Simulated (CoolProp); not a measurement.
The fluid at 380.76 K and 9.6 MPa flows at 0.24 m/s in a round tube of 10 mm bore and 45 µm roughness, fully developed (64/Re and Nu = 3.66 if laminar; Colebrook and Gnielinski if turbulent). The same conditions are run with several fluids, on thermodynamics alone (safety and materials aside).

The numbers come from the reference Helmholtz-energy equation of state of each fluid (sulfur hexafluoride: Guder 2009; methane: Setzmann 1991; R404A: Lemmon 2003; R22: Kamei 1995; CF4 (R14): Platzer 1990) in CoolProp. The equations of Platzer and Polt are older, rougher fits. Blends and air are pseudo-pure fits.

```csv
fluid,Reynolds number,Darcy friction factor,pressure drop (Pa/m),heat-transfer coefficient (W/(m² K)),mass flow (kg/h)
sulfur hexafluoride,39900,0.0318,71.9,746,53.3
methane,7960,0.0385,5.63,161,3.45
R404A,27700,0.0327,66.7,791,48.0
R22,33900,0.0322,79.1,987,57.9
CF4 (R14),25900,0.0329,27.6,266,19.8
```

Transport values come from each fluid's own correlations; those of R22, CF4 (R14) are estimates that may be off by 10 % or more.
